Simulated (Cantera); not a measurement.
Source: NASA polynomial tables (part measured, part estimated), evaluated in Cantera. Values are per mole of reaction as written; species without (g) are pure solids or liquids, kept so even where they would boil at 1 bar.

Problem. Between 1198 and 2198 K, where is each reaction favourable under standard conditions?
- 2 Mg(g) + CS₂(g) → 2 MgS + C

Solution. 
- 2 Mg(g) + CS₂(g) → 2 MgS + C: ΔG° is -603 kJ at 1198 K and -211 kJ at 2198 K; it stays negative (K > 1). ΔH° is -1053 kJ and ΔS° -383 J/K at 2198 K.
